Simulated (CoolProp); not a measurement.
A Linde-Hampson liquefier for dry air: isothermal reversible compression at 200 K from 1 atm to 20 MPa, throttling to 1 atm, return gas leaving the recuperator 10 K below the feed. Each further row changes one setting.

The numbers come from the reference Helmholtz-energy equation of state, Lemmon 2000 in CoolProp. It is a pseudo-pure fit of the blend.

| case | liquid yield per pass | compression work (kJ/kg of gas) |
|---|---|---|
| as stated | 0.228 | 284 |
| high pressure 40 MPa | 0.258 | 323 |
| warm-end temperature 230 K | 0.150 | 337 |
| warm-end gap 15 K | 0.216 | 284 |
